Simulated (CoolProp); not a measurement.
The fluoroketone C6F12O (FK-5-1-12) along the isobar 9010 kPa: fugacity coefficient from the reference equation and from simpler models built on Tc = 441.8 K, pc = 1869 kPa, ω = 0.471; each cubic takes its own stable root.

Model: reference Helmholtz-energy equation of state, McLinden 2015, in CoolProp.

| T (K) | phase | reference |
|---|---|---|
| 435.4 | liquid | 0.2199 |
| 440.4 | liquid | 0.2341 |
| 445.4 | supercritical | 0.2487 |
| 450.3 | supercritical | 0.2632 |
| 455.3 | supercritical | 0.2782 |
| 460.3 | supercritical | 0.2935 |
| 465.2 | supercritical | 0.3087 |
| 470.2 | supercritical | 0.3243 |
| 475.2 | supercritical | 0.3400 |
| 480.1 | supercritical | 0.3556 |
| 485.1 | supercritical | 0.3714 |
| 490.1 | supercritical | 0.3874 |
| 495 | supercritical | 0.4029 |
| 500 | supercritical | 0.4188 |

Task: How far does each simpler model (van der Waals, Redlich-Kwong, Soave-Redlich-Kwong, Peng-Robinson) lie from the reference over these 14 states: mean and median of the absolute difference, and the worst?

Result: 
- van der Waals: mean 16.4 %, median 14.5 %, worst +39.1 % at 435.4 K and 9010 kPa
- Redlich-Kwong: mean 4.8 %, median 4.4 %, worst +12.0 % at 435.4 K and 9010 kPa
- Soave-Redlich-Kwong: mean 9.7 %, median 9.7 %, worst +9.9 % at 500 K and 9010 kPa
- Peng-Robinson: mean 0.5 %, median 0.5 %, worst -1.0 % at 435.4 K and 9010 kPa
